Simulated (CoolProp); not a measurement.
A simple Rankine cycle with n-perfluorobutane: condensing at 302.15 K, boiler at 1.9 MPa, turbine inlet 381.5 K, turbine efficiency 0.9, pump efficiency 0.8, no recuperator. Each further row changes one setting.

Values from CoolProp's reference Helmholtz-energy equation of state, Gao 2022.

```csv
case,thermal efficiency (%),net work (kJ/kg),heat in (kJ/kg),turbine exit temperature (K),volume ratio over the turbine
as stated,11.0,15.4,139,343.3,9.10
turbine inlet 401.5 K,10.7,17.5,164,367.0,7.73
condensing temperature 294.15 K,[?],17.9,149,339.8,11.8
boiler pressure 1.33 MPa,9.3,[?],[?],355.7,[?]
turbine efficiency 0.8,9.7,13.5,139,345.3,9.16
```

**Question.** What belongs in the gaps?

**Answer.** 
- condensing temperature 294.15 K, thermal efficiency (%): 12.0
- boiler pressure 1.33 MPa, net work (kJ/kg): 14.0
- boiler pressure 1.33 MPa, heat in (kJ/kg): 150
- boiler pressure 1.33 MPa, volume ratio over the turbine: 5.08
